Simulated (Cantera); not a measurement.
Charge: 1 mol acetone, 14 mol H2, held at 548.15 K.

These are equilibrium values from Cantera (NASA tables, ideal gas, pure condensed phases), not measurements of a reactor. Candidate condensed phases: C, C6H6, C7H8, C8H18, H2O; 110 gas species. The feed counts by its element totals alone. The ideal-gas law is rough above about 30 bar. The numbers say what is thermodynamically allowed, not how fast it happens.

log p: log10 of the partial pressure in bar; n: condensed amount in mol.

```
P (Pa)    log p H2  log p CH4  log p H2O  log p CO2  n C(graphite)
--------  --------  ---------  ---------  ---------  -------------
10           -4.04      -5.43      -5.33          ?           2.26
72           -3.27      -3.88      -4.33          ?          0.331
520          -2.43      -2.95      -3.43          ?              0
3700         -1.58      -2.10      -2.58          ?              0
27000        -0.71      -1.24      -1.71          ?              0
190000        0.13      -0.39      -0.87          ?              0
1400000       1.00       0.48       0.00          ?              0
10000000      1.85       1.33       0.85       <-10              0
```

Problem. Complete the blanks.

Solution. 
- 10, log p CO2: -6.22
- 72, log p CO2: -5.78
- 520, log p CO2: -6.39
- 3700, log p CO2: -7.24
- 27000, log p CO2: -8.10
- 190000, log p CO2: -8.95
- 1400000, log p CO2: -9.82
